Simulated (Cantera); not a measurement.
A Cantera script and what it prints.

```python
import numpy as np
import cantera as ct

gas_names = """
    CL CL2 H HCL H2 Si SiCL SiCL2 SiCL3 SiCL4 SiH SiHCL3 SiH2 SiH2CL2 SiH3 SiH3CL SiH4 Si2 Si3
""".split()
cond_names = """
    Si(cr) Si(L)
""".split()


# ... load() reads the species with a 1 bar reference pressure and builds the phases ...
atoms = {
    'SiCl4': {'Si': 1, 'CL': 4},
    'HCl': {'H': 1, 'CL': 1},
    'H2': {'H': 2},
}
top_T = {}  # K; cautious upper limits of use, not melting points


# ... equilibrate(T, P, feed) seeds the gas with the atoms and calls Mixture.equilibrate('TP', solver="vcs", rtol=1e-11, max_steps=5000) ...
results = []
feed = {'SiCl4': 1, 'HCl': 4.5, 'H2': 1.2}  # mol
T = 823  # K
P = 36000  # Pa
mix = equilibrate(T, P, feed)
results.append((T, P, feed, dict(zip(mix.species_names, mix.species_moles))))
print(gas.report(threshold=0.001))
for i in range(1, mix.n_phases):
    print(f"{mix.phase(i).name:16s} {mix.phase_moles(i):12.5e} mol")
```

It prints:

```
       temperature   823 K
          pressure   36000 Pa
           density   0.26412 kg/m^3
  mean mol. weight   50.204 kg/kmol
   phase of matter   gas

                          1 kg             1 kmol
                     ---------------   ---------------
          enthalpy       -2.7856e+06       -1.3985e+08  J
   internal energy       -2.9219e+06       -1.4669e+08  J
           entropy            5068.7        2.5447e+05  J/K
    Gibbs function       -6.9571e+06       -3.4927e+08  J
 heat capacity c_p            827.56             41547  J/K
 heat capacity c_v            661.95             33232  J/K

                      mass frac. Y      mole frac. X     chem. pot. / RT
                     ---------------   ---------------   ---------------
               HCL           0.48778           0.67169           -38.719
                H2         0.0071903           0.17906           -19.785
             SiCL4            0.5049           0.14921           -144.01
     [  +16 minor]        0.00013005        4.8205e-05

Si(cr)            0.00000e+00 mol
```

These are equilibrium values from Cantera (NASA tables, ideal gas, pure condensed phases), not measurements of a reactor.
